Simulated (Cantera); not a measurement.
Charge: 1 mol Fe2O3, 1.9 mol SO3, 0.43 mol CO2, at 750 °C and 0.310 bar.

Method: chemical equilibrium by Gibbs-energy minimisation in Cantera with the NASA 1993 tables (ideal gas, pure condensed phases). Candidate condensed phases: C, Fe, Fe(CO)5, FeO, FeS, FeSO4, FeS2, Fe2O3, Fe2(SO4)3, Fe3O4, S; 25 gas species. The numbers say what is thermodynamically allowed, not how fast it happens.

Question: What is the equilibrium state?

Answer: 
```
Property                                   Result
--------------------------------------  ---------
x(SO2)                                      0.459
x(O2)                                       0.229
x(SO3)                                      0.170
x(CO2)                                      0.142
n(Fe2O3(s))                              1.00 mol
gas amount                              3.023 mol
log10 activity of Fe(α) (absent)           -13.34
log10 activity of S(l) (absent)            -14.77
log10 activity of C(graphite) (absent)     -20.42
```
